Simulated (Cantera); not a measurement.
An isothermal, constant-pressure homogeneous reactor starts with 25.6 % CH4, 74.4 % H2, at 1525 K and 3000 Pa.

Computed with Cantera and GRI-Mech 3.0 (53 species, 325 reactions). GRI-Mech 3.0 stops at C3 and has no aromatics, soot or wall deposition, so with more carbon than oxygen in the feed, carbon stays in small species such as C2H2 where larger ones or solid carbon would form. Radical loss at walls, strong at low pressure, is not modelled.

One state of this run: x CH4 = 0.208; x H2 = 0.773; x CH3 = 0.000369; x C2H4 = 0.00101; x CH2 = 2.49e-8; x C2H2 = 0.0183. x: mole fraction; the columns are a selection and need not sum to one.

Q: Which value of t (s) does it belong to?
A. 2.00e-6
B. 1.03e-5
C. 0.000274
D. 1.00

A: D, 1.00
